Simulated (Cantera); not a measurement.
Charge: 1 mol SiH4, 1.2 mol NH3, 72 mol H2, at 1473.15 K.

Method: chemical equilibrium by Gibbs-energy minimisation in Cantera with the NASA 1993 tables (ideal gas, pure condensed phases). Candidate condensed phases: Si, Si3N4; 18 gas species. Mutual solubility and eutectic melting of coexisting phases are not modelled. Rates play no part.

**Question.** Which condensed phases are stable at each of these points (P (Pa)): 5, 36, 260, 1900, 14000, 100000?

**Answer.** 
| P (Pa) | condensed phases | Si condensed (%) |
|---|---|---|
| 5 | Si(s) | 99.1 |
| 36 | Si(s) | 99.9 |
| 260 | Si(s) | 100.0 |
| 1900 | Si(s) + Si3N4(s) | 100.0 |
| 14000 | Si(s) + Si3N4(s) | 100.0 |
| 100000 | Si(s) + Si3N4(s) | 100.0 |

From 5.00e-5 bar to 0.00260 bar the condensed part is Si(s). From 0.0190 bar to 1.00 bar the condensed part is Si(s) + Si3N4(s).
